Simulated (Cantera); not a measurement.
Cantera run, input and output.

```python
import numpy as np
import cantera as ct

gas = ct.Solution("gri30.yaml")
gas.TPX = 575, 15000, {'CH4': 1, 'O2': 2.06, 'N2': 7.75}
flame = ct.FreeFlame(gas, width=0.15)
flame.set_refine_criteria(ratio=3, slope=0.08, curve=0.16)
flame.transport_model = "unity-Lewis-number"
flame.solve(loglevel=0, auto=True)
z, T = flame.grid, flame.T
thick = (T[-1] - T[0]) / np.gradient(T, z).max()
show = ['CH4', 'O2', 'NO', 'CO2', 'H', 'CO']
print(f"laminar burning velocity  {flame.velocity[0] * 100:.3f} cm/s")
print(f"burnt temperature         {T[-1]:.1f} K")
print(f"thermal thickness         {thick * 1e3:.4f} mm")
print(f"grid points               {len(z)}")
z0 = z[flame.heat_release_rate.argmax()]
print(f"{'z/mm':>9s}{'T/K':>9s}{'u/(m/s)':>9s}" + "".join(f"{s:>11s}" for s in show))
rows = []
for k in (-3, -2, -1.5, -1, -0.5, -0.25, 0, 0.25, 0.5, 1, 2, 4, 8):
    zz = z0 + k * thick
    rows.append([k * thick, np.interp(zz, z, T), np.interp(zz, z, flame.velocity),
                 *(np.interp(zz, z, flame.X[gas.species_index(s)]) for s in show)])
    print(f"{rows[-1][0] * 1e3:9.3f}{rows[-1][1]:9.1f}{rows[-1][2]:9.3f}" + "".join(f"{x:11.3e}" for x in rows[-1][3:]))
```

It prints:

```
laminar burning velocity  112.628 cm/s
burnt temperature         2277.7 K
thermal thickness         2.1142 mm
grid points               144
     z/mm      T/K  u/(m/s)        CH4         O2         NO        CO2          H         CO
   -6.343    575.3    1.127  9.249e-02  1.905e-01  1.393e-09  5.552e-06  5.277e-13  1.068e-05
   -4.228    578.3    1.133  9.227e-02  1.902e-01  1.761e-08  7.008e-05  1.046e-10  1.348e-04
   -3.171    587.5    1.151  9.161e-02  1.893e-01  6.666e-08  2.640e-04  2.912e-09  5.079e-04
   -2.114    639.9    1.256  8.780e-02  1.840e-01  3.556e-07  1.382e-03  2.880e-07  2.659e-03
   -1.057    955.9    1.897  6.365e-02  1.504e-01  2.283e-06  8.499e-03  6.022e-05  1.633e-02
   -0.529   1325.5    2.671  3.370e-02  1.076e-01  4.838e-06  1.769e-02  8.620e-04  3.352e-02
    0.000   1699.5    3.485  6.261e-03  5.939e-02  8.724e-06  2.987e-02  6.734e-03  4.929e-02
    0.529   1820.0    3.748  2.804e-04  3.703e-02  1.254e-05  4.092e-02  1.432e-02  4.657e-02
    1.057   1842.5    3.792  7.183e-06  3.166e-02  1.464e-05  4.809e-02  1.723e-02  3.994e-02
    2.114   1869.0    3.840  1.517e-08  2.897e-02  1.697e-05  5.435e-02  1.825e-02  3.384e-02
    4.228   1907.3    3.907  2.929e-12  2.737e-02  2.072e-05  5.735e-02  1.679e-02  3.109e-02
    8.457   1963.0    4.004  1.839e-17  2.584e-02  2.805e-05  5.905e-02  1.360e-02  2.979e-02
   16.914   2035.7    4.128  9.844e-18  2.375e-02  4.360e-05  6.145e-02  9.858e-03  2.791e-02
```

Detailed kinetics in Cantera: GRI-Mech 3.0 (53 species, 325 reactions). Unity Lewis numbers drop preferential diffusion, which matters most where H2 and H carry the flame. Burning velocities carry a grid error of a few per cent, more on coarse grids.
